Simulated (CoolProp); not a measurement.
Computed with CoolProp (reference Helmholtz-energy equation of state, McLinden 2020).

For R1336mzz(Z), give the phase and the density (kg/m³), cp (kJ/(kg K)), cv (kJ/(kg K)), Joule-Thomson coefficient (K/MPa) at 264.4 K and 0.321 MPa; 318.6 K and 0.321 MPa; 336.7 K and 0.321 MPa.


- 264.4 K and 0.321 MPa: liquid; density 1450, cp 1.15, cv 0.845, Joule-Thomson coefficient -0.336
- 318.6 K and 0.321 MPa: liquid; density 1310, cp 1.26, cv 0.934, Joule-Thomson coefficient -0.195
- 336.7 K and 0.321 MPa: liquid; density 1260, cp 1.30, cv 0.961, Joule-Thomson coefficient -0.118
